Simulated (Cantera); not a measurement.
Input (Python, Cantera) and output of one run.

```python
import numpy as np
import cantera as ct

gas_names = """
    B BH BH2 BH3 BN B2 H H2 N NH NH2 NH3 N2 N2H2 N2H4
""".split()
cond_names = """
    B(b) B(L) BN(s)
""".split()


# ... load() reads the species with a 1 bar reference pressure and builds the phases ...
atoms = {
    'borazine': {'B': 3, 'N': 3, 'H': 6},
    'H2': {'H': 2},
}
top_T = {'BN(s)': 3200}  # K; cautious upper limits of use, not melting points


# ... equilibrate(T, P, feed) seeds the gas with the atoms and calls Mixture.equilibrate('TP', solver="vcs", rtol=1e-11, max_steps=5000) ...
results = []
feed = {'borazine': 1, 'H2': 2.3}  # mol
P = 100000  # Pa
for T in [798, 948, 1098, 1248, 1398, 1548, 1698, 1848, 1998, 2148, 2298]:
    mix = equilibrate(T, P, feed)
    results.append((T, P, feed, dict(zip(mix.species_names, mix.species_moles))))

top = {s: max(r[3][s] / sum(r[3][g] for g in gas_names) for r in results) for s in gas_names}
cols = sorted((s for s in top if top[s] > 1e-06), key=lambda s: -top[s])[:5]
seen = [c for c in cond_names if any(r[3].get(c, 0) > 1e-12 for r in results)]
print("log10 of partial pressures in bar; condensed amounts in mol")
print(f"{'T/K':>10s}" + "".join(f"{s[:9]:>10s}" for s in cols + seen))
for T, P, feed, n in results:
    ng = sum(n[g] for g in gas_names)
    print(f"{T:10.4g}" + "".join(f"{np.log10(max(n[s] / ng * P / 1e5, 1e-99)):10.3f}" for s in cols)
          + "".join(f"{n.get(c, 0):10.4g}" for c in seen))
```

Output:

```
log10 of partial pressures in bar; condensed amounts in mol
       T/K        H2         H        N2       BH2       BH3      B(b)     BN(s)
       798    -0.000   -11.574   -17.390   -14.126   -11.211         0         3
       948    -0.000    -9.280   -13.221   -11.566    -9.694         0         3
      1098    -0.000    -7.607   -10.199    -9.711    -8.604         0         3
      1248    -0.000    -6.331    -8.138    -8.192    -7.672         0         3
      1398    -0.000    -5.325    -6.855    -6.837    -6.780         0         3
      1548    -0.000    -4.512    -5.866    -5.725    -6.045         0         3
      1698    -0.000    -3.840    -5.035    -4.823    -5.453         0         3
      1848    -0.000    -3.276    -4.326    -4.077    -4.967         0     2.999
      1998    -0.001    -2.795    -3.717    -3.448    -4.562         0     2.998
      2148    -0.003    -2.381    -3.036    -2.989    -4.295  0.004046      2.99
      2298    -0.008    -2.023    -2.250    -2.693    -4.168   0.04895      2.94
```

These are equilibrium values from Cantera (NASA tables, ideal gas, pure condensed phases), not measurements of a reactor. The feed counts by its element totals alone. Mutual solubility and eutectic melting of coexisting phases are not modelled. The tables' values for BH2 are old estimates; treat these amounts as uncertain. Gases not in the tables: B2H6 and higher boranes.
